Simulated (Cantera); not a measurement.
Charge: 1 mol Fe3O4, 3.5 mol H2, 0.48 mol N2, at 1873 K and 0.00133 bar.

Equilibrium computed with Cantera from the NASA thermochemical tables; the gas is ideal and each condensed phase is pure. Candidate condensed phases: Fe, FeO, Fe(OH)2, Fe(OH)3, Fe2O3, Fe3O4, H2O; 27 gas species. The tables' stoichiometric FeO is somewhat more stable than real wüstite, so its field is too wide. FeO: taken at fixed stoichiometry. Rates play no part.

Problem. What is the equilibrium state?

Solution. 
| Quantity | Result |
|---|---|
| x(H2) | 0.535 |
| x(H2O) | 0.287 |
| x(N2) | 0.114 |
| x(Fe) | 0.0508 |
| x(H) | 0.0129 |
| x(OH) | 0.000538 |
| x(FeO) | 0.000392 |
| x(Fe(OH)2) | 6.14e-5 |
| x(O) | 9.85e-6 |
| n(FeO(l)) | 2.78 mol |
| gas amount | 4.225 mol |
| log10 activity of Fe(l) (absent) | -0.07 |
